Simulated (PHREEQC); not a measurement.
Hard or scaling water: speciation

Consider water at 20 °C with 0.021 mol/kgw CaCl2, 2.5e-05 mol/kgw CO2 and 0.017 mol/kgw MgSO4. Closed to the air; pH follows from the charge balance.

Model: ion-association model, wateq4f.dat, run in PHREEQC.

Each row changes one thing in this solution. Precipitation was switched off in this run.

| case | pH | ionic strength (mol/kgw) | Mg+2 (mol/kgw) | SO4-2 (mol/kgw) | MgSO4 (mol/kgw) | CO2 (mol/kgw) | SI of Gypsum (CaSO4:2H2O) | SI of Epsomite (MgSO4:7H2O) |
|---|---|---|---|---|---|---|---|---|
| as made | 5.55 | 0.0993 | 0.0133 | 0.00906 | 0.00373 | 2.05e-5 | -0.07 | -2.56 |
| CO2 replaced by Cs2CO3 at the same molality | 8.86 | 0.0993 | 0.0132 | 0.00907 | 0.00373 | ___ | -0.07 | -2.56 |
| temperature from 20 to 35 °C | 5.54 | 0.0958 | 0.0125 | 0.00821 | 0.00454 | ___ | -0.11 | -2.74 |
| temperature from 20 to 15 °C | 5.57 | 0.101 | 0.0135 | 0.00937 | 0.00346 | 2.07e-5 | -0.04 | -2.50 |
| temperature from 20 to 40 °C | 5.53 | 0.0948 | 0.0122 | 0.00795 | 0.00480 | 1.99e-5 | -0.12 | -2.80 |
| temperature from 20 to 90 °C | 5.62 | 0.0869 | 0.0100 | 0.00597 | 0.00699 | ___ | -0.11 | -3.35 |
| 0.0056 mol/kgw KCl added | 5.55 | 0.105 | 0.0134 | ___ | 0.00365 | 2.05e-5 | -0.08 | -2.57 |

Task: Complete the blanks.

Result: 
- CO2 replaced by Cs2CO3 at the same molality, CO2 (mol/kgw): 4.19e-8
- temperature from 20 to 35 °C, CO2 (mol/kgw): 2.00e-5
- temperature from 20 to 90 °C, CO2 (mol/kgw): 1.95e-5
- 0.0056 mol/kgw KCl added, SO4-2 (mol/kgw): 0.00913

At this temperature some constants are extrapolated from 25 °C, and those without enthalpy data are left unchanged.
